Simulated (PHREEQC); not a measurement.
PHREEQC input (ion-association model, wateq4f.dat):

```
SOLUTION_MASTER_SPECIES
  An  An-  0  An  62.0  # stands for a non-complexing anion
SOLUTION_SPECIES
  An- = An-
    -log_k 0
    -gamma 3.0 0
PHASES
  Fix_H+
    H+ = H+
    -log_k 0
SOLUTION 1
  temp 25
  units mmol/kgw
  pH 7 charge
  Cl 0.042
  Ni 0.021
  Na 5
  An 5
END
SELECTED_OUTPUT 1
  -reset false
  -pH true
  -pe true
  -ionic_strength true
  -water true
  -totals Cl Na Ni
  -molalities Hfo_wOH Hfo_wOH2+ Hfo_wO- Hfo_sOH Hfo_sOH2+ Hfo_sO- Hfo_sONi+ Hfo_wONi+
  -saturation_indices Ni(OH)2 Halite
USER_PUNCH 1
  -headings sigma psi
  10 PUNCH EDL("sigma", "Hfo"), EDL("psi", "Hfo")
PRINT
  -reset false
USE solution 1
SURFACE 1
  Hfo_wOH 0.000110112 600 0.049
  Hfo_sOH 2.75281e-06
EQUILIBRIUM_PHASES 1
  Fix_H+ -3 HAn 10
    -force_equality true
  O2(g) -0.68 10
END
# ... the last block is repeated for the other 12 points of pH, with NaOH or the acid as the point needs
```

Selected output (columns that matter, 13 of 13 rows; pH added in front):

```
pH	mu	Na	Ni	m_Hfo_wOH	m_Hfo_wOH2+	m_Hfo_wO-	m_Hfo_sOH	m_Hfo_sOH2+	m_Hfo_sO-	m_Hfo_sONi+	si_Ni(OH)2	si_Halite	sigma	psi
3	0.006187	0.005	2.1e-05	1.9908e-05	9.0103e-05	1.0077e-07	4.9771e-07	2.2526e-06	2.5193e-09	4.0727e-12	-9.623	-8.3324	0.30278	0.21499
3.5	0.0054395	0.005	2.1e-05	3.7087e-05	7.2591e-05	4.3407e-07	9.2717e-07	1.8148e-06	1.0852e-08	3.3435e-11	-8.6148	-8.3283	0.24275	0.20695
4	0.0051981	0.005	2.1e-05	5.3379e-05	5.5558e-05	1.1749e-06	1.3344e-06	1.3888e-06	2.9369e-08	2.5752e-10	-7.612	-8.3269	0.18295	0.1936
4.5	0.0051169	0.005	2.0998e-05	6.6196e-05	4.1496e-05	2.4191e-06	1.6538e-06	1.0367e-06	6.0436e-08	1.9263e-09	-6.6111	-8.3264	0.13147	0.17704
5	0.0050875	0.005	2.0985e-05	7.492e-05	3.1049e-05	4.1414e-06	1.8633e-06	7.722e-07	1.03e-07	1.4351e-08	-5.611	-8.3262	0.090561	0.1581
5.5	0.0050752	0.005	2.0888e-05	8.0091e-05	2.3854e-05	6.1603e-06	1.9252e-06	5.7341e-07	1.4808e-07	1.0611e-07	-4.6129	-8.3261	0.059837	0.13701
6	0.0050678	0.005	2.0302e-05	8.2811e-05	1.8976e-05	8.279e-06	1.5809e-06	3.6225e-07	1.5805e-07	6.5163e-07	-3.6252	-8.3261	0.038068	0.11416
6.5	0.0050601	0.005	1.8732e-05	8.3908e-05	1.5358e-05	1.0502e-05	6.3344e-07	1.1594e-07	7.9283e-08	1.9242e-06	-2.6601	-8.3261	0.0235	0.090359
7	0.005056	0.0050056	1.6068e-05	8.2722e-05	1.2195e-05	1.2854e-05	1.2357e-07	1.8218e-08	1.9202e-08	2.5918e-06	-1.727	-8.3255	0.014022	0.066339
7.5	0.0050504	0.0050209	9.4146e-06	7.6416e-05	7.9099e-06	1.6912e-05	3.1492e-08	3.2597e-09	6.9696e-09	2.7111e-06	-0.9602	-8.3242	0.0084664	0.045847
8	0.0050451	0.0050363	2.7146e-06	6.7912e-05	4.847e-06	2.1798e-05	1.6081e-08	1.1477e-09	5.1615e-09	2.7304e-06	-0.5038	-8.3228	0.0043659	0.02582
8.5	0.0050458	0.0050446	4.0472e-07	6.4002e-05	3.8453e-06	2.4403e-05	1.3214e-08	7.9392e-10	5.0384e-09	2.7338e-06	-0.3432	-8.3221	0.00010803	0.00066606
9	0.0050536	0.0050541	5.1857e-08	6.2606e-05	3.4783e-06	2.5814e-05	1.2678e-08	7.0437e-10	5.2273e-09	2.7342e-06	-0.2911	-8.3213	-0.0045688	-0.026902
```

Complexes and solids missing from the database can't appear. The oxide is taken as insoluble; below pH 4 it would dissolve.
